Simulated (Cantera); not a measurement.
# Low-pressure radical oxidation in H2/O2

A perfectly stirred reactor is fed with 29.1 % H₂, 70.9 % O₂, at 0.0267 bar; it is held at 1350 K, and followed from long to short residence time.

Model: the H2/O2 subset of GRI-Mech 3.0, which has no nitrogen chemistry, integrated in Cantera. Radical loss at walls, strong at low pressure, is not modelled. The temperature is held fixed by assumption; the heat of reaction is taken as removed at once.

| τ (s) | x H₂ | x O₂ | x H₂O₂ | x O | x HO₂ | x H₂O | x OH |
|---|---|---|---|---|---|---|---|
| 13 | 9.99e-5 | 0.659 | 1.11e-7 | 0.000300 | 1.33e-6 | 0.339 | 0.00132 |
| 2.7 | 0.000285 | 0.658 | 2.02e-7 | 0.000869 | 3.15e-6 | 0.338 | 0.00225 |
| 0.58 | 0.000784 | 0.656 | 3.41e-7 | 0.00244 | 6.46e-6 | 0.336 | 0.00376 |
| 0.12 | 0.00217 | 0.651 | 5.40e-7 | 0.00691 | 1.12e-5 | 0.331 | 0.00632 |
| 0.026 | 0.00559 | 0.639 | 7.49e-7 | 0.0183 | 1.53e-5 | 0.318 | 0.0102 |
| 0.0054 | 0.0131 | 0.611 | 8.38e-7 | 0.0440 | 1.66e-5 | 0.283 | 0.0154 |
| 0.0011 | 0.0249 | 0.576 | 7.63e-7 | 0.0733 | 1.48e-5 | 0.230 | 0.0195 |
| 0.00024 | 0.0494 | 0.576 | 7.85e-7 | 0.0726 | 1.33e-5 | 0.186 | 0.0221 |
x: mole fraction; the columns are a selection and need not sum to one.
